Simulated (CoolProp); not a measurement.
Saturation properties of n-butane (Tc = 152.0 °C, pc = 3.796 MPa, ω = 0.201).

Computed with CoolProp (reference Helmholtz-energy equation of state, Bücker 2006).

| T (°C) | p (MPa) | liquid density (kg/m³) | liquid cp (kJ/(kg K)) | vapour Z | liquid viscosity (µPa s) |
|---|---|---|---|---|---|
| -77.35 | 0.001388 | 678.0 | 2.053 | 0.9983 | 530 |
| -70.35 | 0.002402 | 671.3 | 2.068 | 0.9974 | 476 |
| -63.35 | 0.003987 | 664.6 | … | 0.9961 | 430 |
| -56.35 | … | … | 2.104 | 0.9945 | 390 |
| -49.35 | 0.009844 | 651.1 | 2.124 | 0.9924 | 355 |
| -42.35 | 0.01475 | 644.2 | 2.145 | 0.9897 | 325 |
| -35.35 | 0.02151 | 637.3 | 2.169 | 0.9865 | … |
| -28.35 | 0.03059 | 630.2 | 2.194 | 0.9825 | 275 |
| -21.45 | 0.04234 | 623.2 | … | 0.9779 | 254 |
| -14.45 | 0.05769 | 616.0 | 2.248 | 0.9724 | 236 |
| -7.45 | 0.07717 | 608.7 | 2.278 | 0.9660 | 219 |
| -0.45 | 0.1015 | 601.2 | 2.310 | … | 203 |
| 6.55 | 0.1314 | 593.6 | 2.343 | 0.9506 | 190 |
| 13.55 | 0.1677 | 585.9 | 2.379 | 0.9414 | 177 |
| 20.55 | 0.2114 | 578.0 | 2.416 | 0.9312 | 165 |

Q: Complete the blanks.

A: 
- -63.35, liquid cp (kJ/(kg K)): 2.085
- -56.35, p (MPa): 0.006372
- -56.35, liquid density (kg/m³): 657.9
- -35.35, liquid viscosity (µPa s): 299
- -21.45, liquid cp (kJ/(kg K)): 2.220
- -0.45, vapour Z: 0.9588

It boils at -0.5 °C under 1 atm.

Viscosity comes from a separate model (Vogel 1999).
